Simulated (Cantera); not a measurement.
Input: 1 mol MgO, 43 mol HBr, 23 mol H2, held at 1300 °C and 1.00 Torr.

Cantera equilibrium calculation (NASA polynomials, part measured and part estimated; ideal gas, pure solids and liquids). Rates play no part.

| species | before | after |
|---|---|---|
| HBr | 0.524 | 0.586 |
| H2 | 0.372 | 0.357 |
| Br | 0.0739 | 0.0267 |
| MgBr2 | 0.0145 | 0.0149 |
| H2O | 0.0146 | 0.0149 |
| MgBr | 4.47e-5 | 1.27e-5 |
| H | 0.000679 | 0.000210 |
| Br2 | 3.88e-5 | 5.05e-5 |
Gas species are given as mole fractions.

### Question
What was changed between the two runs?
(A) temperature from 1300 °C to 427 °C
(B) temperature from 1300 °C to 850 °C
(C) pressure from 1.00 Torr to 10.0 Torr
(D) pressure from 1.00 Torr to 100 Torr

### Answer
C, pressure from 1.00 Torr to 10.0 Torr
